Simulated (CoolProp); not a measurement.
Saturated liquid density (kg/m³) of c-C4F8 (RC318): the reference equation beside estimates from Tc = 115.2 °C, pc = 2778 kPa, ω = 0.355.

Values from CoolProp's reference Helmholtz-energy equation of state, Platzer 1990. This equation is an older, rougher fit; its heat capacities, sound speeds and derivatives of the liquid may be far off and weren't checked against measurements.

```json
[
 {"T (°C)": "-7.95", "reference": "1622", "van der Waals": "996.5", "Redlich-Kwong": "1449", "Peng-Robinson": "1731"},
 {"T (°C)": "1.85", "reference": "1587", "van der Waals": "975.1", "Redlich-Kwong": "1411", "Peng-Robinson": "1692"},
 {"T (°C)": "11.65", "reference": "1550", "van der Waals": "952.6", "Redlich-Kwong": "1371", "Peng-Robinson": "1650"},
 {"T (°C)": "21.45", "reference": "1512", "van der Waals": "928.9", "Redlich-Kwong": "1329", "Peng-Robinson": "1604"},
 {"T (°C)": "31.25", "reference": "1473", "van der Waals": "903.8", "Redlich-Kwong": "1284", "Peng-Robinson": "1555"},
 {"T (°C)": "41.05", "reference": "1430", "van der Waals": "877.0", "Redlich-Kwong": "1235", "Peng-Robinson": "1500"},
 {"T (°C)": "50.85", "reference": "1386", "van der Waals": "848.3", "Redlich-Kwong": "1184", "Peng-Robinson": "1440"},
 {"T (°C)": "60.65", "reference": "1337", "van der Waals": "817.1", "Redlich-Kwong": "1128", "Peng-Robinson": "1373"},
 {"T (°C)": "70.45", "reference": "1283", "van der Waals": "783.0", "Redlich-Kwong": "1066", "Peng-Robinson": "1298"},
 {"T (°C)": "80.25", "reference": "1223", "van der Waals": "744.7", "Redlich-Kwong": "998.0", "Peng-Robinson": "1211"}
]
```

Absolute difference from the reference over all 10 rows, mean and median: van der Waals 38.7 and 38.7 %, Redlich-Kwong 13.7 and 13.2 %, Peng-Robinson 4.5 and 5.2 %.
